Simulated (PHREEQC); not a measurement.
A solution holds 0.18 mol/kgw CuSO4, 0.00012 mol/kgw HNO3 and 0.031 mol/kgw Na2SO4, at 20 °C. Closed to the air; pH follows from the charge balance.

Model: ion-association model, phreeqc.dat, run in PHREEQC.

### Question
The ionic strength comes out as 0.414 mol/kgw. What activity coefficients do CuOH+, Na+, Cu2(OH)2+2, HSO4-, NO3- get?

### Answer
CuOH+ 0.67, Na+ 0.72, Cu2(OH)2+2 0.29, HSO4- 0.73, NO3- 0.63.

Precipitation was switched off in this run. Species that the database lacks are ignored.
